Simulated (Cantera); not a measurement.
What does this Cantera script print?

```python
import numpy as np
import cantera as ct

gas_names = [...]  # 113 gases of nasa_gas.yaml made of C, F, H, Si
cond_names = """
    C(gr) C6H6(L) C7H8(L) C8H18(L),n-octa Si(cr) Si(L) SiC(b)
""".split()


# ... load() reads the species with a 1 bar reference pressure and builds the phases ...
atoms = {
    'CF4': {'C': 1, 'F': 4},
    'Si': {'Si': 1},
    'H2': {'H': 2},
}
top_T = {'C(gr)': 4500, 'SiC(b)': 3050}  # K; cautious upper limits of use, not melting points


# ... equilibrate(T, P, feed) seeds the gas with the atoms and calls Mixture.equilibrate('TP', solver="vcs", rtol=1e-11, max_steps=5000) ...
results = []
feed = {'CF4': 1, 'Si': 1.1, 'H2': 0.27}  # mol
for P in [1, 4.2, 18, 75, 320, 1300, 5600, 24000, 100000]:
    for T in [2023, 2123, 2223, 2323, 2423, 2523, 2623, 2723, 2823, 2923, 3023, 3123, 3223]:
        mix = equilibrate(T, P, feed)
        results.append((T, P, feed, dict(zip(mix.species_names, mix.species_moles))))

for T, P, feed, n in results:
    print(f"{T:7g} {P:10.4g}  " + (" + ".join(c for c in cond_names if n.get(c, 0) > 1e-12) or "gas only"))
```

Output:

```
   2023          1  C(gr)
   2123          1  C(gr)
   2223          1  C(gr)
   2323          1  C(gr)
   2423          1  C(gr)
   2523          1  C(gr)
   2623          1  gas only
   2723          1  gas only
   2823          1  gas only
   2923          1  gas only
   3023          1  gas only
   3123          1  gas only
   3223          1  gas only
   2023        4.2  C(gr)
   2123        4.2  C(gr)
   2223        4.2  C(gr)
   2323        4.2  C(gr)
   2423        4.2  C(gr)
   2523        4.2  C(gr)
   2623        4.2  C(gr)
   2723        4.2  gas only
   2823        4.2  gas only
   2923        4.2  gas only
   3023        4.2  gas only
   3123        4.2  gas only
   3223        4.2  gas only
   2023         18  C(gr)
   2123         18  C(gr)
   2223         18  C(gr)
   2323         18  C(gr)
   2423         18  C(gr)
   2523         18  C(gr)
   2623         18  C(gr)
   2723         18  C(gr)
   2823         18  gas only
   2923         18  gas only
   3023         18  gas only
   3123         18  gas only
   3223         18  gas only
   2023         75  C(gr)
   2123         75  C(gr)
   2223         75  C(gr)
   2323         75  C(gr)
   2423         75  C(gr)
   2523         75  C(gr)
   2623         75  C(gr)
   2723         75  C(gr)
   2823         75  C(gr)
   2923         75  gas only
   3023         75  gas only
   3123         75  gas only
   3223         75  gas only
   2023        320  C(gr)
   2123        320  C(gr)
   2223        320  C(gr)
   2323        320  C(gr)
   2423        320  C(gr)
   2523        320  C(gr)
   2623        320  C(gr)
   2723        320  C(gr)
   2823        320  C(gr)
   2923        320  C(gr)
   3023        320  gas only
   3123        320  gas only
   3223        320  gas only
   2023       1300  C(gr)
   2123       1300  C(gr)
   2223       1300  C(gr)
   2323       1300  C(gr)
   2423       1300  C(gr)
   2523       1300  C(gr)
   2623       1300  C(gr)
   2723       1300  C(gr)
   2823       1300  C(gr)
   2923       1300  C(gr)
   3023       1300  C(gr)
   3123       1300  C(gr)
   3223       1300  gas only
   2023       5600  C(gr)
   2123       5600  C(gr)
   2223       5600  C(gr)
   2323       5600  C(gr)
   2423       5600  C(gr)
   2523       5600  C(gr)
   2623       5600  C(gr)
   2723       5600  C(gr)
   2823       5600  C(gr)
   2923       5600  C(gr)
   3023       5600  C(gr)
   3123       5600  C(gr)
   3223       5600  C(gr)
   2023    2.4e+04  C(gr)
   2123    2.4e+04  C(gr)
   2223    2.4e+04  C(gr)
   2323    2.4e+04  C(gr)
   2423    2.4e+04  C(gr)
   2523    2.4e+04  C(gr)
   2623    2.4e+04  C(gr)
   2723    2.4e+04  C(gr)
   2823    2.4e+04  C(gr)
   2923    2.4e+04  C(gr)
   3023    2.4e+04  C(gr)
   3123    2.4e+04  C(gr)
   3223    2.4e+04  C(gr)
   2023      1e+05  C(gr)
   2123      1e+05  C(gr)
   2223      1e+05  C(gr)
   2323      1e+05  C(gr)
   2423      1e+05  C(gr)
   2523      1e+05  C(gr)
   2623      1e+05  C(gr)
   2723      1e+05  C(gr)
   2823      1e+05  C(gr)
   2923      1e+05  C(gr)
   3023      1e+05  C(gr)
   3123      1e+05  C(gr)
   3223      1e+05  C(gr)
```

These are equilibrium values from Cantera (NASA tables, ideal gas, pure condensed phases), not measurements of a reactor. The tables' values for SiF2, SiF3 are old estimates.
